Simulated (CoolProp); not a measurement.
C3F8 (R218) along the isotherm 104.35 °C: fugacity coefficient from the reference equation and from simpler models built on Tc = 71.9 °C, pc = 2.640 MPa, ω = 0.317; each cubic takes its own stable root.

Values from CoolProp's reference Helmholtz-energy equation of state, Lemmon 2006. It is a short technical equation, of lower accuracy than the large ones.

```csv
p (MPa),phase,reference
0.283,gas,0.9747
0.566,gas,0.9495
0.849,gas,0.9245
1.13,gas,0.8997
1.41,gas,0.8751
1.7,gas,0.8497
1.98,gas,0.8253
2.26,gas,0.8009
2.55,gas,0.7757
2.83,supercritical,0.7515
3.11,supercritical,0.7274
3.39,supercritical,0.7035
3.68,supercritical,0.6789
3.96,supercritical,0.6557
```

### Question
How far does each simpler model (van der Waals, Redlich-Kwong, Peng-Robinson) lie from the reference over these 14 states: mean and median of the absolute difference, and the worst?

### Answer
- van der Waals: mean 0.6 %, median 0.2 %, worst -2.5 % at 104.35 °C and 3.96 MPa
- Redlich-Kwong: mean 1.7 %, median 1.7 %, worst -3.2 % at 104.35 °C and 3.96 MPa
- Peng-Robinson: mean 2.5 %, median 2.8 %, worst -3.6 % at 104.35 °C and 3.68 MPa
